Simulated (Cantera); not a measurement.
Input (Python, Cantera):

```python
import numpy as np
import cantera as ct

gas = ct.Solution("gri30.yaml")
gas.TPX = 1350, 13332, {'N2O': 1, 'H2': 0.003, 'N2': 1.3}
reactor = ct.IdealGasConstPressureReactor(gas, energy="off", clone=False)
net = ct.ReactorNet([reactor])
net.rtol, net.atol = 1e-08, 1e-18
show = ['N2O', 'H2', 'O', 'H', 'HO2', 'N2']
times = np.geomspace(0.0003, 50, 9)

steps = ct.SolutionArray(gas, extra=["t"])
rows = []
print(f"{'t/s':>10s}{'T/K':>9s}{'P/Pa':>11s}" + "".join(f"{s:>11s}" for s in show))
for t in times:
    while net.time < t:
        t_next = net.step()
        steps.append(gas.state, t=t_next)
    rows.append([np.interp(t, steps.t, y) for y in (steps.T, steps.P, *steps(*show).X.T)])
    print(f"{t:10.3e}{rows[-1][0]:9.1f}{rows[-1][1]:11.4g}" + "".join(f"{x:11.3e}" for x in rows[-1][2:]))
rate = np.gradient(steps.T, steps.t)
print("integrator steps:", len(steps.t))
if steps.T.max() > steps.T[0] + 200:
    print(f"time of steepest temperature rise: {steps.t[rate.argmax()]:.4e} s")
gas.TPX = 1350, 13332, {'N2O': 1, 'H2': 0.003, 'N2': 1.3}
gas.equilibrate("TP")
print(f"equilibrium (TP): T = {gas.T:.1f} K  " + "  ".join(f"{s} {gas[s].X[0]:.3e}" for s in show))
```

It prints:

```
       t/s      T/K       P/Pa        N2O         H2          O          H        HO2         N2
 3.000e-04   1350.0  1.333e+04  4.341e-01  1.292e-03  1.275e-05  3.604e-07  4.408e-07  5.646e-01
 1.349e-03   1350.0  1.333e+04  4.334e-01  1.159e-03  1.276e-05  9.632e-07  5.381e-06  5.650e-01
 6.062e-03   1350.0  1.333e+04  4.302e-01  5.303e-04  1.335e-05  5.067e-07  5.490e-06  5.669e-01
 2.725e-02   1350.0  1.333e+04  4.185e-01  4.715e-05  1.370e-05  4.262e-08  1.344e-06  5.733e-01
 1.225e-01   1350.0  1.333e+04  3.724e-01  5.164e-08  1.365e-05  1.662e-08  2.732e-07  5.974e-01
 5.505e-01   1350.0  1.333e+04  2.265e-01  2.523e-08  1.316e-05  2.070e-08  5.707e-08  6.736e-01
 2.475e+00   1350.0  1.333e+04  3.368e-02  2.555e-08  9.230e-06  1.896e-08  9.115e-09  7.752e-01
 1.112e+01   1350.0  1.333e+04  1.644e-04  1.853e-09  5.495e-07  3.389e-10  2.903e-09  7.938e-01
 5.000e+01   1350.0  1.333e+04  8.001e-07  1.553e-09  4.525e-07  2.594e-10  2.882e-09  7.939e-01
integrator steps: 2066
equilibrium (TP): T = 1350.0 K  N2O 1.234e-08  H2 1.427e-09  O 4.903e-07  H 2.483e-10  HO2 3.259e-09  N2 8.207e-01
```

Detailed kinetics in Cantera: GRI-Mech 3.0 (53 species, 325 reactions). GRI-Mech 3.0 was tuned for natural gas; its chemistry of N2O as a main component is partial and can be far from experiment. The mechanism lacks the step 2 NO + O2 → 2 NO2, which can matter for NO2 below about 1400 K. The temperature is held fixed by assumption; the heat of reaction is taken as removed at once.
